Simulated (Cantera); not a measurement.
Input: 1 mol B, 5.3 mol H₂O, 190 mol N₂, equilibrated at 2.50 mbar.

Method: chemical equilibrium by Gibbs-energy minimisation in Cantera with the NASA 1993 tables (ideal gas, pure condensed phases). Candidate condensed phases: B, BN, B₂O₃, B₃O₃H₃, H₂O; 39 gas species. Equilibrium is a limit: real reactors are often held back by kinetics, nucleation or transport.

**Question.** At 900 °C, list the 4 most abundant gas species with their mole fractions, and the condensed phases.

**Answer.** N₂ 0.972, H₂O 0.0187, H₂ 0.00767, HBO₂ 0.00153. Condensed: B₂O₃(l).
